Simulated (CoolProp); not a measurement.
Octamethylcyclotetrasiloxane (D4) along the isobar 901 kPa: fugacity coefficient from the reference equation and from simpler models built on Tc = 313.4 °C, pc = 1347 kPa, ω = 0.598; each cubic takes its own stable root.

The numbers come from the reference Helmholtz-energy equation of state, Thol 2015 in CoolProp.

```csv
T (°C),phase,reference,van der Waals,Soave-Redlich-Kwong
257.25,liquid,0.5024,0.7389,[?]
264.15,liquid,0.5506,0.7519,0.5671
271.05,liquid,0.6005,[?],0.6179
277.95,liquid,0.6520,0.7679,[?]
284.85,liquid,0.7045,0.7753,0.7218
291.75,gas,0.7323,0.7823,0.7417
298.65,gas,0.7456,0.7890,0.7546
305.55,gas,0.7579,0.7954,0.7665
312.45,gas,0.7694,0.8015,0.7778
319.35,gas,0.7801,0.8073,0.7884
326.25,gas,0.7901,0.8129,0.7984
333.15,gas,0.7996,[?],0.8079
```

Some entries are withheld; supply them.


- 257.25, Soave-Redlich-Kwong: 0.5178
- 271.05, van der Waals: 0.7601
- 277.95, Soave-Redlich-Kwong: 0.6697
- 333.15, van der Waals: 0.8183

At some of these states van der Waals gives the other phase, because its saturation line lies elsewhere.
